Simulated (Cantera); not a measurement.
Input: 1 mol B2H6, 1.8 mol H2O, 77 mol N2, equilibrated at 0.00130 bar.

Equilibrium computed with Cantera from the NASA thermochemical tables; the gas is ideal and each condensed phase is pure. Candidate condensed phases: B, BN, B2O3, B3O3H3, H2O; 39 gas species. The feed counts by its element totals alone. N2 is the only nitrogen source here; it is nearly inert below about 1500 K, so the nitride shown seldom forms there in practice. Mutual solubility and eutectic melting of coexisting phases are not modelled. The tables' values for BH2 are old estimates; treat these amounts as uncertain. Equilibrium is a limit: real reactors are often held back by kinetics, nucleation or transport.

x: gas mole fraction; n: condensed amount in mol.

```csv
T (K),x N2,x H2,x H,x BO,x HBO,x B2O3,x B2O2,n BN(s),n B2O3(l)
1125,0.941,0.0589,2.99e-7,3.59e-10,1.37e-6,5.13e-7,9.40e-10,0.805,0.595
1225,0.941,0.0588,2.10e-6,2.57e-8,1.73e-5,1.58e-5,9.54e-8,0.809,0.584
1325,0.940,0.0584,1.10e-5,9.52e-7,0.000147,0.000282,4.73e-6,0.821,0.526
1425,0.936,0.0570,4.52e-5,2.10e-5,0.000908,0.00330,0.000134,0.834,0.169
1525,0.934,0.0563,0.000156,0.000170,0.00245,0.00476,0.000743,?,0
1625,0.932,0.0553,0.000460,0.000855,0.00468,0.00341,0.00216,?,0
1725,0.930,0.0540,0.00120,0.00290,0.00673,0.00138,0.00369,?,0
1825,0.927,0.0528,0.00281,0.00657,0.00713,0.000280,0.00350,?,0
1925,0.923,0.0516,0.00602,0.0110,0.00606,3.55e-5,0.00218,0.202,0
2025,0.918,0.0492,0.0118,0.0150,0.00439,3.39e-6,0.00103,?,0
2125,0.912,0.0448,0.0213,0.0174,0.00283,2.83e-7,0.000408,?,0
2225,0.904,0.0380,0.0350,0.0188,0.00171,5.29e-8,0.000156,0,0
2325,0.896,0.0292,0.0522,0.0197,0.00100,3.10e-8,6.18e-5,0,0
```

Task: Complete the blanks.

Result: 
- 1525, n BN(s): 0.737
- 1625, n BN(s): 0.555
- 1725, n BN(s): 0.341
- 1825, n BN(s): 0.229
- 2025, n BN(s): 0.187
- 2125, n BN(s): 0.127
